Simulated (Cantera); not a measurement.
Feed: 1 mol CH3SiCl3, a varied amount of CH4, 88 mol H2, equilibrated at 2223 K and 100000 Pa.

Cantera equilibrium calculation (NASA polynomials, part measured and part estimated; ideal gas, pure solids and liquids). Candidate condensed phases: C, C6H6, C7H8, C8H18, Si, SiC; 109 gas species. The feed counts by its element totals alone. Gases not in the tables: Si2H6 and higher silanes. Rates play no part.

What share of the Si ends up in condensed phases as a function of n(CH4) (mol), at 0.013, 0.018, 0.026, 0.036, 0.052, 0.073, 0.1, 0.15, 0.21, 0.3, 0.42, 0.59, 0.84?


| n(CH4) (mol) | Si condensed (%) | as |
|---|---|---|
| 0.013 | 91.8 | SiC(s) |
| 0.018 | 91.9 | SiC(s) |
| 0.026 | 92.2 | SiC(s) |
| 0.036 | 92.4 | SiC(s) |
| 0.052 | 92.8 | SiC(s) |
| 0.073 | 93.3 | SiC(s) |
| 0.1 | 93.7 | SiC(s) |
| 0.15 | 94.4 | SiC(s) |
| 0.21 | 95.0 | SiC(s) |
| 0.3 | 95.7 | SiC(s) |
| 0.42 | 96.2 | SiC(s) |
| 0.59 | 96.5 | SiC(s) |
| 0.84 | 96.5 | SiC(s) |
